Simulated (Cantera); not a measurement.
Mixture: CH4 : CO : O2 : N2 = 1 : 0.052 : 1.13 : 6.64 (molar parts), equivalence ratio 1.8, at 900 Torr, adiabatic and at constant pressure. Ignition delay is the time to a rise of 400 K.

Computed with Cantera and GRI-Mech 3.0 (53 species, 325 reactions).

Question: Predict: delay at 1225 K; delay at 1375 K; delay at 1525 K; delay at 1675 K; delay at 1825 K; apparent activation energy between 1750 and 1900 K.

Answer: 
```
Item                                                    Result
--------------------------------------------------  ----------
delay at 1225 K                                        62.0 ms
delay at 1375 K                                        8.57 ms
delay at 1525 K                                        1.51 ms
delay at 1675 K                                       0.361 ms
delay at 1825 K                                       0.120 ms
apparent activation energy between 1750 and 1900 K  180 kJ/mol
```
